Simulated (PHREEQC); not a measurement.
Acid rinse or clean: an equilibrium model

Make-up at 15 °C: 53 mmol/kgw HNO3 and 47 mmol/kgw AlCl3. Closed to the air; pH follows from the charge balance.

Model: ion-association model, phreeqc.dat, run in PHREEQC.

```
Item                         Result
--------------------  -------------
pH                             1.38
ionic strength        0.335 mol/kgw
specific conductance    22400 µS/cm
density                 1.006 g/cm³
total alkalinity       -53.0 meq/kg
```

```
species  molality  activity   log γ
-------  --------  --------  ------
Cl-         0.141    0.0961  -0.166
H+         0.0530    0.0414  -0.107
NO3-       0.0530    0.0346  -0.185
Al+3       0.0470   0.00507  -0.967
AlOH+2    2.34e-6   6.23e-7  -0.575
```

This is a speciation only: nothing precipitates in the calculation. Species that the database lacks are ignored.
